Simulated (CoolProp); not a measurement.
CH2F2 (R32) along the isotherm 400.9 K: fugacity coefficient from the reference equation and from simpler models built on Tc = 351.3 K, pc = 5.783 MPa, ω = 0.277; each cubic takes its own stable root.

The numbers come from the reference Helmholtz-energy equation of state, Tillner-Roth 1997 in CoolProp.

| p (MPa) | phase | reference |
|---|---|---|
| 3.61 | gas | 0.8568 |
| 7.23 | supercritical | 0.7265 |
| 10.8 | supercritical | 0.6123 |
| 14.5 | supercritical | 0.5199 |
| 18.1 | supercritical | 0.4586 |
| 21.7 | supercritical | 0.4165 |
| 25.3 | supercritical | 0.3866 |
| 28.9 | supercritical | 0.3647 |

Question: How far does each simpler model (van der Waals, Redlich-Kwong, Soave-Redlich-Kwong, Peng-Robinson) lie from the reference over these 8 states: mean and median of the absolute difference, and the worst?

Answer: 
- van der Waals: mean 5.8 %, median 3.3 %, worst +16.1 % at 400.9 K and 28.9 MPa
- Redlich-Kwong: mean 4.0 %, median 3.1 %, worst +9.7 % at 400.9 K and 28.9 MPa
- Soave-Redlich-Kwong: mean 11.5 %, median 11.6 %, worst +21.3 % at 400.9 K and 28.9 MPa
- Peng-Robinson: mean 4.6 %, median 4.5 %, worst +10.1 % at 400.9 K and 28.9 MPa
